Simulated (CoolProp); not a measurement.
The fluid at 293.15 K and 0.122 MPa (gas) is heated at constant pressure to 396.1 K. The same conditions are run with several fluids, on thermodynamics alone (safety and materials aside).

Values from CoolProp's reference Helmholtz-energy equation of state of each fluid (carbon monoxide: Lemmon 2006; R134a: Tillner-Roth 1994; hydrogen sulfide: Lemmon 2006; n-perfluorobutane: Gao 2022; R13: Platzer 1990). The equations of Platzer and Polt are older, rougher fits.

```csv
fluid,heat (kJ/kg),final density (kg/m³)
carbon monoxide,108,1.04
R134a,95.3,3.81
hydrogen sulfide,106,1.27
n-perfluorobutane,94.1,8.96
R13,71.5,3.89
```
